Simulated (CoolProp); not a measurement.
Saturation properties of R125 (Tc = 339.2 K, pc = 3.618 MPa, ω = 0.305).

Computed with CoolProp (reference Helmholtz-energy equation of state, Lemmon 2005).

```tsv
T (K)	p (MPa)	liquid density (kg/m³)	liquid viscosity (µPa s)
261	0.4479	1374	242
268.1	0.5698	1343	___
275.2	0.7150	___	___
282.3	0.8864	1276	179
289.4	___	1239	161
296.5	___	1199	145
303.6	1.587	1155	129
310.8	1.898	1106	114
317.9	2.248	1050	99.8
325	2.645	981.8	85.4
```

### Question
Fill in the missing entries.

### Answer

- 268.1, liquid viscosity (µPa s): 219
- 275.2, liquid density (kg/m³): 1310
- 275.2, liquid viscosity (µPa s): 198
- 289.4, p (MPa): 1.087
- 296.5, p (MPa): 1.319

It boils at 225.1 K under 1 atm.

Viscosity comes from a separate model (Huber 2006).
